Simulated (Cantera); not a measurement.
An adiabatic, constant-volume homogeneous reactor starts with CH4 : CO : O2 : N2 : H2O = 1 : 0.4 : 5.5 : 60.5 : 19 (molar parts), at 1648 K and 660000 Pa. Integrator tolerance rtol = 1e-08.

Computed with Cantera and GRI-Mech 3.0 (53 species, 325 reactions).

Problem. What does this change do: 8.4 parts H2 added?

Solution. 
| quantity | before | after |
|---|---|---|
| time of steepest temperature rise | 0.140 ms | 7.34 µs |
| temperature at 6.00 s | 1973 K | 2440 K |
| equilibrium temperature | 1972 K | 2440 K |
| x(CH4) at 6.00 s | <1e-12 (gas-phase equilibrium <1e-12) | <1e-12 (gas-phase equilibrium <1e-12) |
| x(CO) at 6.00 s | 3.18e-5 (gas-phase equilibrium 3.17e-5) | 0.00414 (gas-phase equilibrium 0.00414) |
| x(O2) at 6.00 s | 0.0367 (gas-phase equilibrium 0.0366) | 0.000547 (gas-phase equilibrium 0.000547) |
| x(C2H6) at 6.00 s | <1e-12 (gas-phase equilibrium <1e-12) | <1e-12 (gas-phase equilibrium <1e-12) |
| x(NO) at 6.00 s | 0.00278 (gas-phase equilibrium 0.00280) | 0.000967 (gas-phase equilibrium 0.000967) |
| x(C2H2) at 6.00 s | <1e-12 (gas-phase equilibrium <1e-12) | <1e-12 (gas-phase equilibrium <1e-12) |
| x(H2) at 6.00 s | 0.000106 (gas-phase equilibrium 0.000106) | 0.0186 (gas-phase equilibrium 0.0186) |
